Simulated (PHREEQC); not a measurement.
A solution holds 0.006 mol/kgw CdCl2 and 0.003 mol/kgw FeSO4, at 75 °C. Closed to the air; pH follows from the charge balance.

Equilibrium calculation in PHREEQC: ion-association model, phreeqc.dat.

No solid was allowed to form.

What pH, ionic strength does the model give?

pH 5.46; ionic strength 0.0211 mol/kgw.

In which forms is S present?

SO4-2 60 %, CdSO4 22 %, FeSO4 17 %, Cd(SO4)2-2 0.7 % of the S.

Away from 25 °C the constants follow the database's enthalpies or fits; those with neither stay at their 25 °C values.
